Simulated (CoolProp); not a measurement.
Model: reference Helmholtz-energy equation of state, Bücker 2006, in CoolProp.

Question: For ethane, give the phase and the cp (kJ/(kg K)), Joule-Thomson coefficient (K/MPa), conductivity (mW/(m K)), Prandtl number at 608.4 K and 0.175 MPa.

Answer: 
- 608.4 K and 0.175 MPa: gas; cp 3.00, Joule-Thomson coefficient 1.62, conductivity 75.1, Prandtl number 0.693

Viscosity comes from a separate model (Friend 1991). Thermal conductivity comes from a separate model (Friend 1991).
